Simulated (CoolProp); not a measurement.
p-xylene at 298.15 K and 3 MPa flows at 12 m/s in a round tube of 2 mm bore and 45 µm roughness, fully developed (64/Re and Nu = 3.66 if laminar; Colebrook and Gnielinski if turbulent). Each further row changes one setting.

Values from CoolProp's reference Helmholtz-energy equation of state, Zhou 2012.

```json
[
 {"case": "as stated", "Reynolds number": "33200", "Darcy friction factor": "0.0520", "pressure drop (Pa/m)": "1610000", "heat-transfer coefficient (W/(m² K))": "26600", "mass flow (kg/h)": "117"},
 {"case": "velocity 24 m/s", "Reynolds number": "66400", "Darcy friction factor": "0.0515", "pressure drop (Pa/m)": "6360000", "heat-transfer coefficient (W/(m² K))": "53700", "mass flow (kg/h)": "233"},
 {"case": "diameter 4 mm", "Reynolds number": "66400", "Darcy friction factor": "0.0403", "pressure drop (Pa/m)": "623000", "heat-transfer coefficient (W/(m² K))": "23000", "mass flow (kg/h)": "466"}
]
```

Viscosity comes from a separate model (Balogun 2015). Thermal conductivity comes from a separate model (Mylona 2014).
